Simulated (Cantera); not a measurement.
A closed system holds: 1 mol CaCO3, 0.19 mol CO2, held at 1477 °C and 1.00 bar.

Equilibrium computed with Cantera from the NASA thermochemical tables; the gas is ideal and each condensed phase is pure. Candidate condensed phases: C, Ca, CaCO3, CaO; 15 gas species. The numbers say what is thermodynamically allowed, not how fast it happens.

Base state: CO2 0.995, CO 0.00307, O2 0.00153 (mole fractions); condensed: CaO(s).

Task: What changes in the equilibrium state with this change: pressure from 1.00 bar to 0.100 bar?

Result: 
| species | before | after |
|---|---|---|
| CO2 | 0.995 | 0.990 |
| CO | 0.00307 | 0.00659 |
| O2 | 0.00153 | 0.00329 |
| O | 2.93e-6 | 1.36e-5 |
| CaO(s), mol | 1.00 | 1.00 |

Task: What changes in the equilibrium state with this change: pressure from 1.00 bar to 0.360 bar?

Result: 
| species | before | after |
|---|---|---|
| CO2 | 0.995 | 0.994 |
| CO | 0.00307 | 0.00431 |
| O2 | 0.00153 | 0.00215 |
| CaO(s), mol | 1.00 | 1.00 |

Task: What changes in the equilibrium state with this change: temperature from 1477 °C to 975 °C?

Result: 
| species | before | after |
|---|---|---|
| CO2 | 0.995 | 1.000 |
| CO | 0.00307 | 1.75e-5 |
| O2 | 0.00153 | 8.76e-6 |
| CaO(s), mol | 1.00 | 1.00 |
